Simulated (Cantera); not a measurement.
Feed: 1 mol SiC, 0.42 mol CO2, 120 mol H2, at 1725 K and 0.00133 bar.

Cantera equilibrium calculation (NASA polynomials, part measured and part estimated; ideal gas, pure solids and liquids). Candidate condensed phases: C, C6H6, C7H8, C8H18, H2O, Si, SiC, SiO2; 123 gas species. The numbers say what is thermodynamically allowed, not how fast it happens.

Base state: H2 0.988, CO 0.00526, H 0.00506, SiO 0.00168, Si 0.000109 (mole fractions); condensed: SiC(s).

Problem. What changes in the equilibrium state with this change: CO2 from 0.42 to 1.5 mol?

Solution. 
```
species        before     after
-----------  --------  --------
H2              0.988     0.971
CO            0.00526    0.0183
SiO           0.00168   0.00602
Si           0.000109  0.000110
H             0.00506   0.00501
SiC(s), mol     0.783     0.242
```

Problem. What changes in the equilibrium state with this change: 0.65 mol NH3 added?

Solution. 
```csv
species,before,after
H2,0.988,0.985
CO,0.00526,0.00519
H,0.00506,0.00505
N2,0,0.00264
SiO,0.00168,0.00167
HCN,0,2.51e-5
Si,0.000109,0.000109
"SiC(s), mol",0.783,0.781
```
Further candidate phases: Si2N2O, Si3N4.
